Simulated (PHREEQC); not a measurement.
Solution (20 °C): 2.1 mol/kgw NaBr and 0.42 mol/kgw BaCl2. Closed to the air; pH follows from the charge balance.

Computed with PHREEQC (Pitzer model, pitzer.dat).

```
Quantity                    Value
-------------------  ------------
ionic strength       3.36 mol/kgw
activity of water           0.898
density               1.219 g/cm³
osmotic coefficient         1.097
```

```tsv
species	molality	activity	log γ
Br-	2.10	1.33	-0.197
Na+	2.10	2.07	-0.005
Cl-	0.840	0.475	-0.248
Ba+2	0.420	0.196	-0.332
OH-	9.36e-8	3.18e-8	-0.468
H+	9.36e-8	1.93e-7	0.314
```

No solid was allowed to form. Complexes and solids missing from the database can't appear.
